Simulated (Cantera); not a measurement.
Input (Python, Cantera) and output of one run.

```python
import numpy as np
import cantera as ct

gas_names = """
    H HO2 H2 H2O H2O2 Hg O OH O2 O3
""".split()
cond_names = """
    H2O(s) H2O(L) Hg(cr) Hg(L) HgO(s)
""".split()


# ... load() reads the species with a 1 bar reference pressure and builds the phases ...
atoms = {
    'HgO': {'Hg': 1, 'O': 1},
    'H2': {'H': 2},
}
top_T = {}  # K; cautious upper limits of use, not melting points


# ... equilibrate(T, P, feed) seeds the gas with the atoms and calls Mixture.equilibrate('TP', solver="vcs", rtol=1e-11, max_steps=5000) ...
results = []
feed = {'HgO': 1, 'H2': 1.5}  # mol
T = 548.15  # K
for P in [10, 42, 180, 750, 3200, 13000, 56000, 240000, 1000000]:
    mix = equilibrate(T, P, feed)
    results.append((T, P, feed, dict(zip(mix.species_names, mix.species_moles))))

top = {s: max(r[3][s] / sum(r[3][g] for g in gas_names) for r in results) for s in gas_names}
cols = sorted((s for s in top if top[s] > 1e-05), key=lambda s: -top[s])[:6]
seen = [c for c in cond_names if any(r[3].get(c, 0) > 1e-12 for r in results)]
print("log10 of partial pressures in bar; condensed amounts in mol")
print(f"{'P/Pa':>10s}" + "".join(f"{s[:9]:>10s}" for s in cols + seen))
for T, P, feed, n in results:
    ng = sum(n[g] for g in gas_names)
    print(f"{P:10.4g}" + "".join(f"{np.log10(max(n[s] / ng * P / 1e5, 1e-99)):10.3f}" for s in cols)
          + "".join(f"{n.get(c, 0):10.4g}" for c in seen))
```

Result:

```
log10 of partial pressures in bar; condensed amounts in mol
      P/Pa       H2O        Hg        H2     Hg(L)
        10    -4.398    -4.398    -4.699         0
        42    -3.775    -3.775    -4.076         0
       180    -3.143    -3.143    -3.444         0
       750    -2.523    -2.523    -2.824         0
      3200    -1.893    -1.893    -2.194         0
   1.3e+04    -1.284    -1.284    -1.585         0
   5.6e+04    -0.601    -0.735    -0.902    0.2656
   2.4e+05     0.169    -0.735    -0.132    0.8754
     1e+06     0.816    -0.735     0.515    0.9719
```

Cantera equilibrium calculation (NASA polynomials, part measured and part estimated; ideal gas, pure solids and liquids).
